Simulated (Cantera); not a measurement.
Charge: 1 mol SiH2Cl2, 4.2 mol NH3, held at 1227 °C and 18.0 mbar.

Method: chemical equilibrium by Gibbs-energy minimisation in Cantera with the NASA 1993 tables (ideal gas, pure condensed phases). The tables' values for SiCl3 are old estimates; treat these amounts as uncertain. Kinetics and transport are ignored.

```json
[
 {"species": "H2", "before": "0.655", "after": "0.564"},
 {"species": "HCl", "before": "0.180", "after": "0.247"},
 {"species": "N2", "before": "0.154", "after": "0.162"},
 {"species": "SiCl2", "before": "0.0105", "after": "0.0223"},
 {"species": "SiCl4", "before": "0.000184", "after": "0.000860"},
 {"species": "SiCl3", "before": "0.000780", "after": "0.00246"},
 {"species": "SiHCl3", "before": "6.94e-5", "after": "0.000203"},
 {"species": "Cl", "before": "2.35e-5", "after": "3.48e-5"},
 {"species": "H", "before": "0.000106", "after": "9.86e-5"},
 {"species": "Si3N4(s), mol", "before": "0.296", "after": "0.248"}
]
```
Gas species are given as mole fractions.

Task: Which change was made?
A) NH3 from 4.2 to 0.87 mol
B) SiH2Cl2 replaced by SiHCl3
C) temperature from 1227 °C to 1727 °C
D) pressure from 18.0 mbar to 0.133 bar

Result: B, SiH2Cl2 replaced by SiHCl3
